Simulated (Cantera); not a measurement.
Charge: 1 mol Si2H6, 6.8 mol NO, equilibrated at 1050 °C and 0.133 bar.

Cantera equilibrium calculation (NASA polynomials, part measured and part estimated; ideal gas, pure solids and liquids). Candidate condensed phases: H2O, Si, SiO2, Si2N2O, Si3N4; 35 gas species. The feed counts by its element totals alone. The tables hold silica as quartz up to 1696 K and as liquid above; real silica turns to tridymite and cristobalite and melts near 1996 K. Gases not in the tables: Si(OH)4. Rates play no part.

Base state: N2 0.531, H2O 0.438, H2 0.0312 (mole fractions); condensed: SiO2(β-quartz).

What changes in the equilibrium state with this change: Si2H6 replaced by TEOS?


```json
[
 {"species": "H2", "before": "0.0312", "after": "0.441"},
 {"species": "CO", "before": "0", "after": "0.362"},
 {"species": "N2", "before": "0.531", "after": "0.159"},
 {"species": "H2O", "before": "0.438", "after": "0.0259"},
 {"species": "CO2", "before": "0", "after": "0.0115"},
 {"species": "SiO2(β-quartz), mol", "before": "2.00", "after": "1.00"}
]
```
Further candidate phases: C, C6H6, C7H8, C8H18, SiC.
